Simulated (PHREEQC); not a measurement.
A PHREEQC input (ion-association model, phreeqc.dat):

```
SOLUTION 1
  temp 40
  units mg/L
  pH 12.5
  pe 9.5
  Na 557
  K 35
  Ca 310
  Mg 12.1
  Cl 390
  S(6) 1340 as SO4
  Alkalinity 225 as HCO3
  Zn 12.5
  Si 7.56 as SiO2
  Ba 2.75
END
USE solution 1
EQUILIBRIUM_PHASES 1
  Chalcedony 0 0
  CO2(g) -3.4 10
END
```

It stops with these messages:

```
WARNING: Maximum iterations exceeded, 100
WARNING: Maximum iterations exceeded, 100
WARNING: The program has failed to converge to a numerical solution.
ERROR:           Alkalinity has not converged. Total: 3.700060e-03	Calculated: 1.796467e-03	Residual: 1.903593e-03
ERROR: Is non-carbonate alkalinity greater than total alkalinity?
ERROR:                   Ba has not converged. Total: 2.009221e-05	Calculated: 1.576434e-05	Residual: 4.327867e-06
ERROR:                   Ca has not converged. Total: 7.761150e-03	Calculated: 5.829367e-03	Residual: 1.931783e-03
ERROR:                   Cl has not converged. Total: 1.103834e-02	Calculated: 1.064990e-02	Residual: 3.884425e-04
ERROR:                    K has not converged. Total: 8.981754e-04	Calculated: 9.496184e-04	Residual: -5.144303e-05
ERROR:                   Mg has not converged. Total: 4.994095e-04	Calculated: 2.896156e-04	Residual: 2.097939e-04
ERROR:                   Na has not converged. Total: 2.431152e-02	Calculated: 2.245531e-02	Residual: 1.856208e-03
ERROR:                 S(6) has not converged. Total: 1.399704e-02	Calculated: 1.147069e-02	Residual: 2.526350e-03
ERROR:                   Si has not converged. Total: 1.262562e-04	Calculated: 1.165164e-04	Residual: 9.739853e-06
ERROR:                   Zn has not converged. Total: 1.918773e-04	Calculated: 6.366060e-06	Residual: 1.855112e-04
ERROR:                   Mu Ionic strength has not converged. 	Residual: 3.409441e-04
ERROR:               A(H2O) Activity of water has not converged. 	Residual: -9.988544e-01
ERROR: Model failed to converge for initial solution  1.
```

Q: Why does the run stop?

A: The fault: pH typed as 12.5 with the alkalinity kept. The line should read `pH 6.81` where the input has `pH 12.5`. With the mend the run ends at pH 8.59 and ionic strength 0.0524 mol/kgw.
